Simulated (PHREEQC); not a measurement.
Synthetic water in mg/kgw, 25 °C, pH 5.82, pe 1.1:

| constituent | mg/kgw |
|---|---|
| Na | 1.65 |
| K | 0.64 |
| Ca | 7.65 |
| Mg | 0.165 |
| Cl | 8.23 |
| S(6) as SO4 | 5.2 |
| Alkalinity as HCO3 | 7.77 |
| Si as SiO2 | 0.0994 |
| Fe(2) | 0.00932 |
| B | 0.00154 |

Valence states are taken as typed.

All values are PHREEQC results (ion-association model, phreeqc.dat), not measurements.

```csv
quantity,before,after
CO2 (mol/kgw),0.000425,0.000621
CaSO4 (mol/kgw),1.39e-6,1.20e-6
CaHCO3+ (mol/kgw),2.75e-7,1.73e-7
MgSO4 (mol/kgw),6.51e-8,3.80e-8
HSO4- (mol/kgw),7.08e-9,4.79e-9
KSO4- (mol/kgw),5.36e-9,3.72e-9
SI of Quartz (SiO2),-1.80,-1.49
```

What was changed between the two runs?
(A) pH from 5.82 to 6.82 at the same alkalinity
(B) pH from 5.82 to 5.5 at the same alkalinity
(C) temperature from 25 to 5 °C at the same typed pH
(D) Fe(2) from 0.00932 to 0.0186 mg/kgw

C, temperature from 25 to 5 °C at the same typed pH

No solid was allowed to form. Away from 25 °C the constants follow the database's enthalpies or fits; those with neither stay at their 25 °C values.
